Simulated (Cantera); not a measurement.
Feed: 1 mol Si, 3.6 mol NF3, 2.8 mol N2, equilibrated at 1150 °C and 0.0133 bar.

Cantera equilibrium calculation (NASA polynomials, part measured and part estimated; ideal gas, pure solids and liquids). Candidate condensed phases: Si, Si3N4; 16 gas species. Rates play no part.

Base state: F 0.547, N2 0.371, SiF4 0.0807, F2 0.00110 (mole fractions); condensed: gas only.

What changes in the equilibrium state with this change: temperature from 1150 °C to 1275 °C?


```csv
species,before,after
F,0.547,0.548
N2,0.371,0.371
SiF4,0.0807,0.0807
F2,0.00110,0.000355
```
